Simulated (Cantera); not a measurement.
## S + O2 (abatement and gas-phase synthesis)

Charge: 1 mol S, a varied amount of O2, equilibrated at 2825 K and 0.140 bar.

Cantera equilibrium calculation (NASA polynomials, part measured and part estimated; ideal gas, pure solids and liquids). Candidate condensed phases: S; 10 gas species. The numbers say what is thermodynamically allowed, not how fast it happens.

```tsv
n(O2) (mol)	x SO2	x SO	x S2	x S	x O2	x O	x S2O	x SO3
0.19	0.0946	0.315	0.350	0.232	0.000561	0.00379	0.00359	9.36e-7
0.26	0.143	0.365	0.276	0.206	0.000958	0.00495	0.00370	1.85e-6
0.34	0.201	0.403	0.207	0.178	0.00155	0.00631	0.00353	3.31e-6
0.41	0.253	0.422	0.157	0.155	0.00225	0.00758	0.00322	5.01e-6
0.49	0.315	0.430	0.110	0.130	0.00333	0.00924	0.00275	7.59e-6
0.56	0.371	0.426	0.0764	0.109	0.00471	0.0110	0.00227	1.06e-5
0.64	0.438	0.409	0.0462	0.0844	0.00716	0.0135	0.00169	1.55e-5
0.71	0.500	0.380	0.0266	0.0640	0.0108	0.0166	0.00120	2.17e-5
0.79	0.572	0.332	0.0118	0.0427	0.0185	0.0217	0.000696	3.25e-5
0.86	0.628	0.280	0.00494	0.0276	0.0314	0.0283	0.000379	4.64e-5
```
x: gas mole fraction; nothing condenses.

From 0.19 mol O2 to 0.86 mol O2 nothing is condensed.
